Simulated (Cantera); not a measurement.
A freely propagating, adiabatic, planar premixed flame of 17.4 % H₂, 20.9 % O₂, 61.7 % N₂, unburnt at 525 K and 31000 Pa; mixture-averaged transport, grid criteria slope 0.08 and curve 0.16, no radiation.

Computed with Cantera and the H2/O2 subset of GRI-Mech 3.0, which has no nitrogen chemistry. Burning velocities carry a grid error of a few per cent, more on coarse grids. Lean hydrogen flames are cellular in practice and burn faster than this planar one.

Predict: laminar burning velocity; thermal thickness; peak x(H₂O₂); peak x(H); peak x(O).


```json
{
  "laminar_burning_velocity": "263 cm/s",
  "thermal_thickness": "1.66 mm",
  "peak x(H₂O₂)": "1.34e-5",
  "peak x(H)": "0.0178",
  "peak x(O)": "0.0123"
}
```
